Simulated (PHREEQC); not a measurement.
**Silver or lead bath**

Make-up at 5 °C: 0.0061 mol/kgw PbCl2 and 0.0018 mol/kgw KBr. Closed to the air; pH follows from the charge balance.

Computed with PHREEQC (ion-association model, wateq4f.dat).

```json
{
  "pH": "5.07",
  "ionic_strength": "0.0180 mol/kgw"
}
```

| species | molality | activity | log γ |
|---|---|---|---|
| Cl- | 0.0114 | 0.00996 | -0.057 |
| Pb+2 | 0.00507 | 0.00303 | -0.223 |
| K+ | 0.00180 | 0.00158 | -0.057 |
| Br- | 0.00160 | 0.00141 | -0.056 |
| PbCl+ | 0.000803 | 0.000706 | -0.056 |
| PbBr+ | 0.000201 | 0.000177 | -0.056 |
| PbCl2 | 1.66e-5 | 1.66e-5 | 0.002 |
| H+ | 9.44e-6 | 8.46e-6 | -0.048 |
| PbOH+ | 7.94e-6 | 6.98e-6 | -0.056 |
| Pb2OH+3 | 1.51e-6 | 4.73e-7 | -0.503 |

This is a speciation only: nothing precipitates in the calculation. Away from 25 °C the constants follow the database's enthalpies or fits; those with neither stay at their 25 °C values.
